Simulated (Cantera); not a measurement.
Input (Python, Cantera):

```python
import numpy as np
import cantera as ct

gas = ct.Solution("SiF4_NH3_mec.yaml", "gas")
gas.TPX = 1773, 101325, {'NH3': 1, 'N2': 0.81}
reactor = ct.IdealGasConstPressureReactor(gas, energy="off", clone=False)
net = ct.ReactorNet([reactor])
net.rtol, net.atol = 1e-08, 1e-18
show = ['NH3', 'NH2', 'H2', 'H', 'N', 'NH']
times = np.geomspace(5e-05, 40, 15)

steps = ct.SolutionArray(gas, extra=["t"])
rows = []
print(f"{'t/s':>10s}{'T/K':>9s}{'P/Pa':>11s}" + "".join(f"{s:>11s}" for s in show))
for t in times:
    while net.time < t:
        t_next = net.step()
        steps.append(gas.state, t=t_next)
    rows.append([np.interp(t, steps.t, y) for y in (steps.T, steps.P, *steps(*show).X.T)])
    print(f"{t:10.3e}{rows[-1][0]:9.1f}{rows[-1][1]:11.4g}" + "".join(f"{x:11.3e}" for x in rows[-1][2:]))
rate = np.gradient(steps.T, steps.t)
print("integrator steps:", len(steps.t))
if steps.T.max() > steps.T[0] + 200:
    print(f"time of steepest temperature rise: {steps.t[rate.argmax()]:.4e} s")
gas.TPX = 1773, 101325, {'NH3': 1, 'N2': 0.81}
gas.equilibrate("TP")
print(f"equilibrium (TP): T = {gas.T:.1f} K  " + "  ".join(f"{s} {gas[s].X[0]:.3e}" for s in show))
```

Output:

```
       t/s      T/K       P/Pa        NH3        NH2         H2          H          N         NH
 5.000e-05   1773.0  1.013e+05  5.524e-01  3.595e-05  1.818e-05  4.731e-08  1.035e-11  2.506e-08
 1.320e-04   1773.0  1.013e+05  5.524e-01  9.297e-05  5.107e-05  5.574e-08  1.134e-10  1.763e-07
 3.486e-04   1773.0  1.013e+05  5.521e-01  2.069e-04  1.835e-04  1.083e-07  4.686e-10  6.731e-07
 9.203e-04   1773.0  1.013e+05  5.515e-01  2.791e-04  7.874e-04  2.655e-07  1.376e-09  1.068e-06
 2.430e-03   1773.0  1.013e+05  5.496e-01  2.799e-04  2.580e-03  6.132e-07  3.255e-09  1.133e-06
 6.415e-03   1773.0  1.013e+05  5.447e-01  2.739e-04  7.275e-03  1.499e-06  8.088e-09  1.235e-06
 1.694e-02   1773.0  1.013e+05  5.322e-01  2.620e-04  1.936e-02  3.720e-06  1.931e-08  1.413e-06
 4.472e-02   1773.0  1.013e+05  5.013e-01  2.424e-04  4.927e-02  9.131e-06  3.810e-08  1.612e-06
 1.181e-01   1773.0  1.013e+05  4.318e-01  2.122e-04  1.164e-01  2.177e-05  5.670e-08  1.700e-06
 3.118e-01   1773.0  1.013e+05  3.058e-01  1.636e-04  2.382e-01  4.836e-05  6.637e-08  1.564e-06
 8.231e-01   1773.0  1.013e+05  1.521e-01  9.733e-05  3.867e-01  9.381e-05  6.299e-08  1.161e-06
 2.173e+00   1773.0  1.013e+05  4.830e-02  3.917e-05  4.870e-01  1.497e-04  4.265e-08  6.032e-07
 5.738e+00   1773.0  1.013e+05  1.223e-02  1.170e-05  5.218e-01  1.891e-04  1.799e-08  2.137e-07
 1.515e+01   1773.0  1.013e+05  3.473e-03  3.515e-06  5.303e-01  2.034e-04  6.084e-09  6.811e-08
 4.000e+01   1773.0  1.013e+05  1.147e-03  1.176e-06  5.325e-01  2.069e-04  2.091e-09  2.309e-08
integrator steps: 1601
equilibrium (TP): T = 1773.0 K  NH3 8.262e-06  NH2 8.491e-09  H2 5.336e-01  H 2.078e-04  N 1.517e-11  NH 1.671e-10
```

Detailed kinetics in Cantera: the gas-phase N/H chemistry of the illustrative SiF4/NH3 mechanism in the Surface Chemkin manual (1991). Walls and surfaces, which speed up NH3 decomposition in real reactors, are not modelled.
